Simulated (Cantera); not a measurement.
A perfectly stirred reactor is fed with CH4 : O2 : N2 = 1 : 3.85 : 28.1 (molar parts), at 1.80 bar; it is adiabatic with a 675 K inlet, and is followed from long to short residence time, starting on the burning branch (τ in s: 0.023, 0.011, 0.0053, 0.0025, 0.0012, 0.00058, 0.00028, 0.00013, 6.3e-05, 3e-05, 1.4e-05, 6.9e-06, 3.3e-06).

Computed with Cantera and GRI-Mech 3.0 (53 species, 325 reactions).

Question: Predict: blow-out, bracketed by the residence times tried; x(CH4) at τ = 23.0 ms; x(O2) at τ = 23.0 ms; x(HCN) at τ = 23.0 ms; x(CH2O) at τ = 23.0 ms; x(NO) at τ = 23.0 ms; x(CH4) at τ = 0.280 ms; x(O2) at τ = 0.280 ms.

Answer: 
- blow-out, bracketed by the residence times tried = burning at 5.30 ms, out at 2.50 ms
- x(CH4) at τ = 23.0 ms = 0.000114
- x(O2) at τ = 23.0 ms = 0.0569
- x(HCN) at τ = 23.0 ms = 1.69e-9
- x(CH2O) at τ = 23.0 ms = 8.82e-6
- x(NO) at τ = 23.0 ms = 4.29e-7
- x(CH4) at τ = 0.280 ms = 0.0303
- x(O2) at τ = 0.280 ms = 0.117
